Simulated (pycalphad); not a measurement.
All values are pycalphad results on the COST 507 light-alloy database (1999) (1 atm), not direct measurements. The database dates from 1999; later assessments differ in places, in temperatures and in the compounds included.

Molar enthalpy of Al-49.3Si (wt.%) in equilibrium (SER reference):

```json
[
 {"T (K)": "2350", "H (kJ/mol)": "85.67", "phases": "liquid"},
 {"T (K)": "2250", "H (kJ/mol)": "82.71", "phases": "liquid"},
 {"T (K)": "2150", "H (kJ/mol)": "79.76", "phases": "liquid"},
 {"T (K)": "2050", "H (kJ/mol)": "76.80", "phases": "liquid"},
 {"T (K)": "1950", "H (kJ/mol)": "73.85", "phases": "liquid"},
 {"T (K)": "1850", "H (kJ/mol)": "70.89", "phases": "liquid"},
 {"T (K)": "1750", "H (kJ/mol)": "67.94", "phases": "liquid"},
 {"T (K)": "1650", "H (kJ/mol)": "64.98", "phases": "liquid"},
 {"T (K)": "1550", "H (kJ/mol)": "62.02", "phases": "liquid"},
 {"T (K)": "1450", "H (kJ/mol)": "59.05", "phases": "liquid"},
 {"T (K)": "1400", "H (kJ/mol)": "57.57", "phases": "liquid"},
 {"T (K)": "1350", "H (kJ/mol)": "56.09", "phases": "liquid"},
 {"T (K)": "1250", "H (kJ/mol)": "47.98", "phases": "liquid + diamond (Si)"},
 {"T (K)": "1150", "H (kJ/mol)": "39.71", "phases": "liquid + diamond (Si)"},
 {"T (K)": "1050", "H (kJ/mol)": "33.07", "phases": "liquid + diamond (Si)"},
 {"T (K)": "950", "H (kJ/mol)": "27.48", "phases": "liquid + diamond (Si)"},
 {"T (K)": "850", "H (kJ/mol)": "14.63", "phases": "fcc + diamond (Si)"},
 {"T (K)": "800", "H (kJ/mol)": "13.07", "phases": "fcc + diamond (Si)"},
 {"T (K)": "750", "H (kJ/mol)": "11.59", "phases": "fcc + diamond (Si)"},
 {"T (K)": "650", "H (kJ/mol)": "8.77", "phases": "fcc + diamond (Si)"},
 {"T (K)": "550", "H (kJ/mol)": "6.11", "phases": "fcc + diamond (Si)"}
]
```

Cooling from 1350 K to 850 K, across the freezing range, releases 41.5 kJ/mol, or 1510 J/g. The slope is 30 J/(mol K) in the liquid and 31 J/(mol K) just below the solidus, where it includes any heat of precipitation. Liquidus 1318 K, solidus 850 K. Changes were sought between steps of 50 K, so a narrower field can be missed.
